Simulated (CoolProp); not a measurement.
Aqueous potassium formate as a coolant, at 6 °C, 1 atm.

Values from CoolProp's Melinder's fits for secondary coolants.

| mass % | freezing point (°C) | density (kg/m³) | viscosity (mPa s) | Prandtl number | conductivity (W/(m K)) |
|---|---|---|---|---|---|
| 3.4 | -1.5 | 1022 | 1.56 | 11.2 | 0.568 |
| 8.1 | -3.9 | 1051 | 1.64 | 11.3 | 0.561 |
| 12.8 | -6.6 | 1080 | 1.72 | 11.5 | 0.553 |
| 17.5 | -9.7 | 1110 | 1.83 | 11.8 | 0.546 |
| 22.3 | -13.5 | 1142 | 1.98 | 12.4 | 0.538 |
| 27 | -17.9 | 1174 | 2.16 | 13.1 | 0.530 |
| 31.7 | -23.2 | 1207 | 2.34 | 13.8 | 0.520 |
| 36.4 | -29.4 | 1241 | 2.54 | 14.7 | 0.510 |
| 41.2 | -37.0 | 1277 | 2.81 | 16.0 | 0.497 |
| 45.9 | -45.7 | 1314 | 3.31 | 18.6 | 0.485 |
